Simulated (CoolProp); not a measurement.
Vapour-liquid equilibrium of carbon dioxide (1) + n-butane (2) at 0.554 MPa; x and y are mole fractions of (1).

Computed with CoolProp (multi-fluid Helmholtz-energy mixture model, Span 1996 and Bücker 2006; pair parameters Kunz 2012).

```json
[
 {"x": "0.05", "bubble temperature (K)": "292.1", "y at the bubble point": "0.623", "dew temperature at overall composition x (K)": "325.2", "liquid density (mol/L)": "9.982"},
 {"x": "0.125", "bubble temperature (K)": "256.6", "y at the bubble point": "0.903", "dew temperature at overall composition x (K)": "321.8", "liquid density (mol/L)": "10.83"},
 {"x": "0.2", "bubble temperature (K)": "240.5", "y at the bubble point": "0.956", "dew temperature at overall composition x (K)": "318.1", "liquid density (mol/L)": "11.44"},
 {"x": "0.275", "bubble temperature (K)": "232.5", "y at the bubble point": "0.972", "dew temperature at overall composition x (K)": "314.3", "liquid density (mol/L)": "12.02"},
 {"x": "0.35", "bubble temperature (K)": "228.3", "y at the bubble point": "0.979", "dew temperature at overall composition x (K)": "310.2", "liquid density (mol/L)": "12.68"},
 {"x": "0.425", "bubble temperature (K)": "225.9", "y at the bubble point": "0.982", "dew temperature at overall composition x (K)": "305.8", "liquid density (mol/L)": "13.43"},
 {"x": "0.5", "bubble temperature (K)": "224.5", "y at the bubble point": "0.984", "dew temperature at overall composition x (K)": "301.1", "liquid density (mol/L)": "14.32"},
 {"x": "0.575", "bubble temperature (K)": "223.7", "y at the bubble point": "0.985", "dew temperature at overall composition x (K)": "295.8", "liquid density (mol/L)": "15.37"},
 {"x": "0.65", "bubble temperature (K)": "223.0", "y at the bubble point": "0.986", "dew temperature at overall composition x (K)": "289.8", "liquid density (mol/L)": "16.62"},
 {"x": "0.725", "bubble temperature (K)": "222.3", "y at the bubble point": "0.988", "dew temperature at overall composition x (K)": "282.8", "liquid density (mol/L)": "18.13"},
 {"x": "0.8", "bubble temperature (K)": "221.5", "y at the bubble point": "0.989", "dew temperature at overall composition x (K)": "274.1", "liquid density (mol/L)": "19.93"},
 {"x": "0.875", "bubble temperature (K)": "220.5", "y at the bubble point": "0.992", "dew temperature at overall composition x (K)": "262.3", "liquid density (mol/L)": "22.08"},
 {"x": "0.95", "bubble temperature (K)": "219.2", "y at the bubble point": "0.996", "dew temperature at overall composition x (K)": "242.9", "liquid density (mol/L)": "24.66"}
]
```

No azeotrope shows between x = 0.05 and 0.95.

Pair parameters are fitted to limited data, so mixtures are less certain than the pure fluids. With so large a gap from Raoult's law the liquid may split in two, which this calculation doesn't test in full.
